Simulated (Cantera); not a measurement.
# Chemical vapour transport: MgO + I₂ + H₂

Input: 1 mol MgO, 0.03 mol I₂, a varied amount of H₂, held at 1050 °C and 0.0133 bar.

Cantera equilibrium calculation (NASA polynomials, part measured and part estimated; ideal gas, pure solids and liquids). Candidate condensed phases: H₂O, I₂, Mg, MgI₂, MgO, Mg(OH)₂; 20 gas species. Rates play no part.

From 1.1 mol H₂ to 7.8 mol H₂ the condensed part is MgO(s). The main Mg-bearing gas is MgI₂ throughout.

```tsv
n(H₂) (mol)	x H₂	x I	x HI	x H₂O	x MgI₂	x I₂	n MgO(s)
1.1	0.948	0.0260	0.0240	0.00115	0.00115	3.15e-5	0.999
1.4	0.958	0.0206	0.0191	0.000919	0.000909	1.97e-5	0.999
1.6	0.964	0.0180	0.0168	0.000809	0.000799	1.51e-5	0.999
2	0.971	0.0145	0.0135	0.000653	0.000643	9.76e-6	0.999
2.4	0.975	0.0121	0.0113	0.000548	0.000538	6.81e-6	0.999
3	0.980	0.00971	0.00912	0.000441	0.000432	4.38e-6	0.999
3.6	0.984	0.00810	0.00763	0.000370	0.000360	3.05e-6	0.999
4.4	0.986	0.00664	0.00626	0.000305	0.000294	2.05e-6	0.999
5.3	0.989	0.00552	0.00521	0.000254	0.000244	1.42e-6	0.999
6.4	0.991	0.00457	0.00432	0.000212	0.000202	9.74e-7	0.999
7.8	0.992	0.00376	0.00355	0.000176	0.000165	6.57e-7	0.999
```
x: gas mole fraction; n: condensed amount in mol.
